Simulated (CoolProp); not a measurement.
Vapour pressure (bar) of n-undecane: the reference equation beside estimates from Tc = 638.8 K, pc = 19.90 bar, ω = 0.539.

Values from CoolProp's reference Helmholtz-energy equation of state, Aleksandrov 2011. It is a short technical equation, of lower accuracy than the large ones.

```json
[
 {"T (K)": "418.9", "reference": "0.2471", "van der Waals": "2.835", "Soave-Redlich-Kwong": "0.2435", "Peng-Robinson": "___"},
 {"T (K)": "440.3", "reference": "0.4745", "van der Waals": "3.686", "Soave-Redlich-Kwong": "0.4728", "Peng-Robinson": "___"},
 {"T (K)": "461.6", "reference": "0.8435", "van der Waals": "4.683", "Soave-Redlich-Kwong": "0.8494", "Peng-Robinson": "0.8553"},
 {"T (K)": "482.9", "reference": "1.410", "van der Waals": "5.841", "Soave-Redlich-Kwong": "___", "Peng-Robinson": "1.432"},
 {"T (K)": "504.2", "reference": "2.238", "van der Waals": "7.167", "Soave-Redlich-Kwong": "2.293", "Peng-Robinson": "2.280"},
 {"T (K)": "525.5", "reference": "3.402", "van der Waals": "___", "Soave-Redlich-Kwong": "3.509", "Peng-Robinson": "3.477"},
 {"T (K)": "546.9", "reference": "4.996", "van der Waals": "10.37", "Soave-Redlich-Kwong": "5.176", "Peng-Robinson": "5.121"},
 {"T (K)": "568.2", "reference": "7.104", "van der Waals": "___", "Soave-Redlich-Kwong": "7.377", "Peng-Robinson": "7.297"}
]
```

Problem. Some entries are withheld; supply them.

Solution. 
- 418.9, Peng-Robinson: 0.2508
- 440.3, Peng-Robinson: 0.4809
- 482.9, Soave-Redlich-Kwong: 1.433
- 525.5, van der Waals: 8.671
- 568.2, van der Waals: 12.25

Absolute difference from the reference over all 8 rows, mean and median: van der Waals 381.1 and 267.2 %, Soave-Redlich-Kwong 2.1 and 2.0 %, Peng-Robinson 1.9 and 1.7 %.
